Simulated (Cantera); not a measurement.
Cantera run:

```python
import numpy as np
import cantera as ct

gas_names = [...]  # 109 gases of nasa_gas.yaml made of C, Cl, H, Si
cond_names = """
    C(gr) C6H6(L) C7H8(L) C8H18(L),n-octa Si(cr) Si(L) SiC(b)
""".split()


# ... load() reads the species with a 1 bar reference pressure and builds the phases ...
atoms = {
    'CH3SiCl3': {'C': 1, 'H': 3, 'Si': 1, 'CL': 3},
    'HCl': {'H': 1, 'CL': 1},
    'H2': {'H': 2},
}
top_T = {'C(gr)': 4500, 'SiC(b)': 3050}  # K; cautious upper limits of use, not melting points


# ... equilibrate(T, P, feed) seeds the gas with the atoms and calls Mixture.equilibrate('TP', solver="vcs", rtol=1e-11, max_steps=5000) ...
results = []
T = 1775  # K
P = 70000  # Pa
for m in [2.5, 3.4, 4.7, 6.5, 9, 12, 17, 24, 32, 45]:
    feed = {'CH3SiCl3': 1, 'HCl': 0.041, 'H2': m}  # mol
    mix = equilibrate(T, P, feed)
    results.append((T, P, feed, dict(zip(mix.species_names, mix.species_moles))))
    x = sorted(zip(gas.X, gas.species_names), reverse=True)
    print(f"T = {T:g} K  P = {P:g} Pa  n(H2) = {m:g} mol  gas = {mix.phase_moles(0):.4g} mol")
    print("   x: " + "  ".join(f"{s} {v:.3e}" for v, s in x if v > 1e-06))
    print("   condensed (mol): " + ("  ".join(f"{mix.phase(i).name} {mix.phase_moles(i):.4g}"
          for i in range(1, mix.n_phases) if mix.phase_moles(i) > 1e-12) or "none"))
```

Result:

```
T = 1775 K  P = 70000 Pa  n(H2) = 2.5 mol  gas = 5.489 mol
   x: H2 5.051e-01  HCL 4.525e-01  SiCL2 2.786e-02  SiCL3 8.375e-03  SiCL4 4.260e-03  SiHCL3 1.121e-03  H 2.459e-04  CL 1.692e-04  CH4 1.495e-04  C2H2,acetylene 7.192e-05  SiH2CL2 5.297e-05  SiCL 3.605e-06  CH3 1.475e-06
   condensed (mol): C(gr) 0.2271  SiC(b) 0.7713
T = 1775 K  P = 70000 Pa  n(H2) = 3.4 mol  gas = 6.405 mol
   x: H2 5.635e-01  HCL 4.073e-01  SiCL2 2.023e-02  SiCL3 5.183e-03  SiCL4 2.247e-03  SiHCL3 7.328e-04  H 2.597e-04  CH4 1.861e-04  CL 1.442e-04  C2H2,acetylene 8.024e-05  SiH2CL2 4.292e-05  SiCL 3.072e-06  CH3 1.738e-06
   condensed (mol): C(gr) 0.1799  SiC(b) 0.8178
T = 1775 K  P = 70000 Pa  n(H2) = 4.7 mol  gas = 7.718 mol
   x: H2 6.286e-01  HCL 3.527e-01  SiCL2 1.360e-02  SiCL3 2.856e-03  SiCL4 1.015e-03  SiHCL3 4.265e-04  H 2.743e-04  CH4 2.316e-04  CL 1.182e-04  C2H2,acetylene 8.951e-05  SiH2CL2 3.218e-05  SiCL 2.519e-06  CH3 2.048e-06  C2H4 1.098e-06
   condensed (mol): C(gr) 0.1352  SiC(b) 0.8616
T = 1775 K  P = 70000 Pa  n(H2) = 6.5 mol  gas = 9.527 mol
   x: H2 6.934e-01  HCL 2.951e-01  SiCL2 8.633e-03  SiCL3 1.445e-03  SiCL4 4.091e-04  H 2.881e-04  CH4 2.817e-04  SiHCL3 2.266e-04  C2H2,acetylene 9.872e-05  CL 9.421e-05  SiH2CL2 2.253e-05  CH3 2.372e-06  SiCL 2.007e-06  C2H4 1.336e-06
   condensed (mol): C(gr) 0.09769  SiC(b) 0.8977
T = 1775 K  P = 70000 Pa  n(H2) = 9 mol  gas = 12.03 mol
   x: H2 7.538e-01  HCL 2.392e-01  SiCL2 5.218e-03  SiCL3 6.789e-04  CH4 3.330e-04  H 3.003e-04  SiCL4 1.494e-04  SiHCL3 1.110e-04  C2H2,acetylene 1.073e-04  CL 7.324e-05  SiH2CL2 1.480e-05  CH3 2.688e-06  C2H4 1.579e-06  SiCL 1.560e-06
   condensed (mol): C(gr) 0.06763  SiC(b) 0.9257
T = 1775 K  P = 70000 Pa  n(H2) = 12 mol  gas = 15.03 mol
   x: H2 8.011e-01  HCL 1.943e-01  SiCL2 3.239e-03  CH4 3.761e-04  SiCL3 3.320e-04  H 3.096e-04  C2H2,acetylene 1.141e-04  CL 5.771e-05  SiCL4 5.759e-05  SiHCL3 5.597e-05  SiH2CL2 9.767e-06  CH3 2.946e-06  C2H4 1.784e-06  SiCL 1.229e-06
   condensed (mol): C(gr) 0.04639  SiC(b) 0.9444
T = 1775 K  P = 70000 Pa  n(H2) = 17 mol  gas = 20.03 mol
   x: H2 8.495e-01  HCL 1.477e-01  SiCL2 1.764e-03  CH4 4.229e-04  H 3.188e-04  SiCL3 1.334e-04  C2H2,acetylene 1.210e-04  CL 4.259e-05  SiHCL3 2.316e-05  SiCL4 1.708e-05  SiH2CL2 5.640e-06  CH3 3.216e-06  C2H4 2.006e-06
   condensed (mol): C(gr) 0.0255  SiC(b) 0.961
T = 1775 K  P = 70000 Pa  n(H2) = 24 mol  gas = 27.03 mol
   x: H2 8.877e-01  HCL 1.104e-01  SiCL2 9.430e-04  CH4 4.618e-04  H 3.259e-04  C2H2,acetylene 1.264e-04  SiCL3 5.215e-05  CL 3.114e-05  SiHCL3 9.254e-06  SiCL4 4.880e-06  CH3 3.436e-06  SiH2CL2 3.151e-06  C2H4 2.190e-06
   condensed (mol): C(gr) 0.007876  SiC(b) 0.9726
T = 1775 K  P = 70000 Pa  n(H2) = 32 mol  gas = 35.03 mol
   x: H2 9.130e-01  HCL 8.545e-02  SiCL2 6.150e-04  CH4 4.365e-04  H 3.306e-04  C2H2,acetylene 1.038e-04  SiCL3 2.597e-05  CL 2.377e-05  SiHCL3 4.673e-06  CH3 3.202e-06  SiH2CL2 2.114e-06  SiCL4 1.855e-06  C2H4 1.850e-06
   condensed (mol): SiC(b) 0.9772
T = 1775 K  P = 70000 Pa  n(H2) = 45 mol  gas = 48.03 mol
   x: H2 9.364e-01  HCL 6.237e-02  SiCL2 4.358e-04  CH4 3.366e-04  H 3.348e-04  C2H2,acetylene 5.719e-05  CL 1.713e-05  SiCL3 1.326e-05  CH3 2.438e-06  SiHCL3 2.417e-06  SiH2CL2 1.536e-06  C2H4 1.045e-06
   condensed (mol): SiC(b) 0.9781
```

Cantera equilibrium calculation (NASA polynomials, part measured and part estimated; ideal gas, pure solids and liquids). The feed counts by its element totals alone. The tables' values for SiCl3 are old estimates; treat these amounts as uncertain.
